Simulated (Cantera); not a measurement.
What does this Cantera script print?

```python
import numpy as np
import cantera as ct

gas = ct.Solution("gri30.yaml", transport_model="mixture-averaged")
show = ['CH3', 'H2', 'C2H2']

rows = []
print(f"{'T/K':>7s}{'rho':>11s}{'cp':>10s}{'mu':>11s}{'lambda':>11s}{'Pr':>7s}" + "".join(f"{'D_' + s:>11s}" for s in show))
for T in [400, 550, 700, 850, 1000, 1150, 1300, 1450, 1600]:
    gas.TPX = T, 500000, {'C3H8': 0.088}
    Pr = gas.cp_mass * gas.viscosity / gas.thermal_conductivity
    D = [gas.mix_diff_coeffs_mole[gas.species_index(s)] for s in show]
    rows.append([gas.density, gas.cp_mass, gas.viscosity, gas.thermal_conductivity, Pr, *D])
    print(f"{T:7g}{gas.density:11.4e}{gas.cp_mass:10.1f}{gas.viscosity:11.4e}"
          f"{gas.thermal_conductivity:11.4e}{Pr:7.3f}" + "".join(f"{d:11.4e}" for d in D))
print("SI units: kg/m3, J/kg/K, Pa s, W/m/K, m2/s")
```

Output:

```
    T/K        rho        cp         mu     lambda     Pr      D_CH3       D_H2     D_C2H2
    400 6.6296e+00    2133.9 1.0870e-05 3.0696e-02  0.756 4.3720e-06 1.5692e-05 3.1632e-06
    550 4.8215e+00    2739.3 1.4393e-05 5.2261e-02  0.754 7.7756e-06 2.7077e-05 5.6929e-06
    700 3.7883e+00    3237.2 1.7519e-05 7.4960e-02  0.757 1.1889e-05 4.0702e-05 8.7693e-06
    850 3.1198e+00    3634.5 2.0350e-05 9.7636e-02  0.758 1.6642e-05 5.6375e-05 1.2335e-05
   1000 2.6518e+00    3959.8 2.2954e-05 1.1983e-01  0.759 2.1983e-05 7.3959e-05 1.6349e-05
   1150 2.3059e+00    4195.3 2.5378e-05 1.4134e-01  0.753 2.7876e-05 9.3346e-05 2.0780e-05
   1300 2.0399e+00    4401.1 2.7658e-05 1.6211e-01  0.751 3.4291e-05 1.1445e-04 2.5607e-05
   1450 1.8288e+00    4579.8 2.9820e-05 1.8210e-01  0.750 4.1205e-05 1.3720e-04 3.0810e-05
   1600 1.6574e+00    4733.9 3.1883e-05 2.0134e-01  0.750 4.8598e-05 1.6154e-04 3.6373e-05
SI units: kg/m3, J/kg/K, Pa s, W/m/K, m2/s
```

Detailed kinetics in Cantera: GRI-Mech 3.0 (53 species, 325 reactions). The composition is frozen, though it would react at the higher temperatures.
